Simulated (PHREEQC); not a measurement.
## Metal-bearing waste water (model solution)

Consider water at 37 °C and 100 atm with 5 mmol/kgw ZnSO4, 18 mmol/kgw CuCl2, 0.26 mmol/kgw H2SO4 and 0.05 mmol/kgw NaCl. Closed to the air; pH follows from the charge balance.

Computed with PHREEQC (ion-association model, phreeqc.dat).

Each row changes one thing in this solution. No solid was allowed to form.

```csv
case,pH,ionic strength (mol/kgw),Cl- (mol/kgw),Cu+2 (mol/kgw),Zn+2 (mol/kgw),SO4-2 (mol/kgw),SI of Halite (NaCl)
as made,3.42,0.0630,0.0346,0.0152,0.00419,0.00295,-7.55
ZnSO4 from 0.005 to 0.0055 mol/kgw,3.42,0.0641,0.0346,?,0.00458,0.00322,-7.55
ZnSO4 from 0.005 to 0.0075 mol/kgw,3.44,0.0684,0.0346,?,0.00605,0.00429,-7.56
diluted 100-fold with water,5.24,0.000740,0.000360,0.000178,4.95e-5,?,?
0.00045 mol/kgw CO2 added,3.42,0.0630,0.0346,0.0152,0.00419,0.00295,-7.55
0.00046 mol/kgw (CH3)4NCl added,3.42,0.0634,0.0351,0.0152,0.00419,0.00296,-7.54
0.0002 mol/kgw KCl added,3.42,0.0632,0.0348,0.0152,0.00419,0.00295,-7.55
```

Fill in the missing entries.


- ZnSO4 from 0.005 to 0.0055 mol/kgw, Cu+2 (mol/kgw): 0.0151
- ZnSO4 from 0.005 to 0.0075 mol/kgw, Cu+2 (mol/kgw): 0.0147
- diluted 100-fold with water, SO4-2 (mol/kgw): 5.07e-5
- diluted 100-fold with water, SI of Halite (NaCl): -11.37

Under pressure, the constants of complexes without a molar volume in the database are unreliable. Constants without temperature data keep their 25 °C values here.
